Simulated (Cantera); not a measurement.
Stirred combustor or abatement burner

A perfectly stirred reactor is fed with H2 : O2 : N2 = 1 : 1.11 : 4.18 (molar parts), equivalence ratio 0.45, at 760 Torr; it is adiabatic with a 675 K inlet, and is followed from long to short residence time, starting on the burning branch (τ in s: 0.2, 0.086, 0.037, 0.016, 0.0067, 0.0029, 0.0012, 0.00052, 0.00022, 9.5e-05, 4.1e-05).

Model: GRI-Mech 3.0 (53 species, 325 reactions), integrated in Cantera.

```csv
τ (s),T (K),x H2,x O2,x NO2,x H2O,x HO2
0.20,1852,0.000112,0.105,7.24e-8,0.172,1.48e-6
0.086,1850,0.000178,0.105,5.24e-8,0.171,1.87e-6
0.037,1846,0.000300,0.105,4.05e-8,0.171,2.66e-6
0.016,1839,0.000516,0.104,3.04e-8,0.170,4.07e-6
0.0067,1828,0.000908,0.104,2.10e-8,0.169,6.57e-6
0.0029,1811,0.00155,0.104,1.43e-8,0.168,1.04e-5
0.0012,1783,0.00267,0.103,1.01e-8,0.165,1.66e-5
0.00052,1740,0.00435,0.103,8.22e-9,0.162,2.47e-5
0.00022,1673,0.00696,0.103,6.97e-9,0.156,3.52e-5
9.5e-5,1582,0.0109,0.104,5.43e-9,0.149,4.75e-5
4.1e-5,1460,0.0187,0.108,3.22e-9,0.137,6.33e-5
```
x: mole fraction; the columns are a selection and need not sum to one.
